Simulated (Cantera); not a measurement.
Charge: 1 mol V2O5, 7.1 mol H2, 0.35 mol N2, equilibrated at 1625 K and 0.133 bar.

Cantera equilibrium calculation (NASA polynomials, part measured and part estimated; ideal gas, pure solids and liquids). Candidate condensed phases: H2O, V, VN, VO, V2O3, V2O4, V2O5; 28 gas species. Condensed phases not in the tables: the oxides between V2O3 and V2O5 other than VO2. Kinetics and transport are ignored.

Base state: H2 0.684, H2O 0.268, N2 0.0470, H 0.000160 (mole fractions); condensed: V2O3(s).

Question: What changes in the equilibrium state with this change: pressure from 0.133 bar to 11.0 Pa?

Answer: 
```json
[
 {"species": "H2", "before": "0.684", "after": "0.680"},
 {"species": "H2O", "before": "0.268", "after": "0.267"},
 {"species": "N2", "before": "0.0470", "after": "0.0468"},
 {"species": "H", "before": "0.000160", "after": "0.00555"},
 {"species": "VO2", "before": "5.58e-7", "after": "0.000677"},
 {"species": "OH", "before": "2.64e-6", "after": "9.18e-5"},
 {"species": "V2O3(s), mol", "before": "1.000", "after": "0.997"}
]
```
